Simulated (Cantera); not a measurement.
## Fe3O4 + HCl + N2 (chemical vapour transport)

A closed system holds: 1 mol Fe3O4, a varied amount of HCl, 1.2 mol N2, held at 1052 °C and 330000 Pa.

Method: chemical equilibrium by Gibbs-energy minimisation in Cantera with the NASA 1993 tables (ideal gas, pure condensed phases). Candidate condensed phases: Fe, FeCl2, FeCl3, FeO, Fe(OH)2, Fe(OH)3, Fe2O3, Fe3O4, H2O, NH4Cl; 37 gas species. Mutual solubility and eutectic melting of coexisting phases are not modelled. Rates play no part.

```csv
n(HCl) (mol),x N2,x HCl,x H2O,x FeCl2,x FeCl3,x Cl2,x Fe2Cl4,n Fe2O3(s),n Fe3O4(s)
0.075,0.942,0.0454,0.00673,0.00500,0.00103,0.000110,1.43e-5,0.00505,0.994
0.17,0.877,0.0948,0.0147,0.00996,0.00291,0.000220,5.68e-5,0.0105,0.987
0.27,0.818,0.140,0.0223,0.0142,0.00497,0.000314,0.000116,0.0157,0.980
0.37,0.767,0.178,0.0291,0.0178,0.00696,0.000393,0.000182,0.0206,0.973
0.47,0.722,0.212,0.0352,0.0209,0.00883,0.000461,0.000250,0.0253,0.966
0.57,0.682,0.242,0.0407,0.0236,0.0106,0.000519,0.000318,0.0299,0.960
0.67,0.646,0.269,0.0457,0.0259,0.0122,0.000571,0.000384,0.0343,0.953
0.77,0.614,0.293,0.0502,0.0280,0.0137,0.000617,0.000448,0.0386,0.946
```
x: gas mole fraction; n: condensed amount in mol.

From 0.075 mol HCl to 0.77 mol HCl the condensed part is Fe2O3(s) + Fe3O4(s). The main Fe-bearing gas is FeCl2 throughout. The share of Fe in condensed phases is highest at 0.075 mol HCl (99.7 %) and lowest at 0.77 mol HCl (97.2 %).
